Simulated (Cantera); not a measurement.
Charge: 1 mol Si₃N₄, a varied amount of CO₂, 7.3 mol H₂, held at 998.15 K and 0.00133 bar.

These are equilibrium values from Cantera (NASA tables, ideal gas, pure condensed phases), not measurements of a reactor. Candidate condensed phases: C, C₆H₆, C₇H₈, C₈H₁₈, H₂O, Si, SiC, SiO₂, Si₂N₂O, Si₃N₄; 151 gas species. Kinetics and transport are ignored.

Question: At 0.084 mol CO₂, list the 3 most abundant gas species with their mole fractions, and the condensed phases.

Answer: H₂ 0.992, N₂ 0.00761, CH₄ 0.000128. Condensed: C(graphite) + Si₂N₂O(s) + Si₃N₄(s).
